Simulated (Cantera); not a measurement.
Input (Python, Cantera):

```python
import numpy as np
import cantera as ct

gas = ct.Solution("h2o2.yaml")
gas.TPX = 1225, 2666, {'H2': 0.24, 'O2': 1}
inlet = ct.Reservoir(gas, clone=True)

reactor = ct.IdealGasConstPressureReactor(gas, energy="off", clone=False)
exhaust = ct.Reservoir(gas, clone=True)
tau = [25, 9, 3.2, 1.1, 0.4, 0.14, 0.049, 0.017, 0.0062, 0.0022][0]
for a, b in ((inlet, reactor), (reactor, exhaust)):
    ct.MassFlowController(a, b, mdot=lambda t: reactor.mass / tau)
net = ct.ReactorNet([reactor])
show = ['H2', 'O2', 'H2O2', 'O', 'OH', 'H2O', 'H']

rows = []
print(f"{'tau/s':>10s}{'T/K':>9s}" + "".join(f"{s:>11s}" for s in show))
for tau in [25, 9, 3.2, 1.1, 0.4, 0.14, 0.049, 0.017, 0.0062, 0.0022]:
    net.initial_time = 0.0
    net.advance(30 * tau)
    before = gas.X
    net.advance(40 * tau)
    drift = np.max(np.abs(gas.X - before) / (gas.X + 1e-9))
    rows.append([gas.T, *gas[show].X, drift])
    print(f"{tau:10.3e}{gas.T:9.1f}" + "".join(f"{x:11.3e}" for x in gas[show].X))
```

Result:

```
     tau/s      T/K         H2         O2       H2O2          O         OH        H2O          H
 2.500e+01   1225.0  4.449e-05  7.853e-01  1.193e-07  1.497e-04  5.333e-04  2.139e-01  5.719e-06
 9.000e+00   1225.0  8.691e-05  7.851e-01  1.741e-07  2.981e-04  7.514e-04  2.137e-01  1.604e-05
 3.200e+00   1225.0  1.703e-04  7.847e-01  2.478e-07  5.967e-04  1.063e-03  2.134e-01  4.538e-05
 1.100e+00   1225.0  3.386e-04  7.839e-01  3.447e-07  1.217e-03  1.520e-03  2.128e-01  1.323e-04
 4.000e-01   1225.0  6.433e-04  7.826e-01  4.546e-07  2.374e-03  2.133e-03  2.119e-01  3.628e-04
 1.400e-01   1225.0  1.238e-03  7.799e-01  5.790e-07  4.699e-03  3.031e-03  2.101e-01  1.023e-03
 4.900e-02   1225.0  2.348e-03  7.749e-01  6.967e-07  9.123e-03  4.290e-03  2.065e-01  2.828e-03
 1.700e-02   1225.0  4.384e-03  7.656e-01  7.812e-07  1.716e-02  6.004e-03  1.993e-01  7.541e-03
 6.200e-03   1225.0  7.706e-03  7.510e-01  8.069e-07  2.917e-02  8.003e-03  1.866e-01  1.749e-02
 2.200e-03   1225.0  1.324e-02  7.323e-01  7.937e-07  4.337e-02  1.014e-02  1.668e-01  3.417e-02
```

Cantera simulation using the H2/O2 subset of GRI-Mech 3.0, which has no nitrogen chemistry; the numbers are that mechanism's predictions, not measurements. Radical loss at walls, strong at low pressure, is not modelled. The temperature is held fixed by assumption; the heat of reaction is taken as removed at once.
